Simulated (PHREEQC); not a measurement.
Dissolve 32 mmol/kgw H2SO4, 0.19 mmol/kgw Li2SO4 and 0.33 mmol/kgw Fe2(SO4)3 at 25 °C. Closed to the air; pH follows from the charge balance.

Computed with PHREEQC (ion-association model, phreeqc.dat).

Precipitation was switched off in this run.

**Question.** Order these Fe species by the share of Fe that they hold, largest first: Fe+3, FeOH+2, Fe(SO4)2-, FeSO4+, FeHSO4+2.

**Answer.** FeSO4+ (74 %), FeHSO4+2 (13 %), Fe(SO4)2- (8.0 %), Fe+3 (4.8 %), FeOH+2 (0.44 %)

**Question.** Order these S species by the share of S that they hold, largest first: FeSO4+, Fe(SO4)2-, HSO4-, FeHSO4+2, SO4-2.

**Answer.** HSO4- (65 %), SO4-2 (33 %), FeSO4+ (1.5 %), Fe(SO4)2- (0.32 %), FeHSO4+2 (0.26 %)

The pH is 1.44 and the ionic strength 0.0549 mol/kgw. The solution is supersaturated, for example in Hematite (slow to form), Goethite (slow to form), so a real one may precipitate; this is no full list.
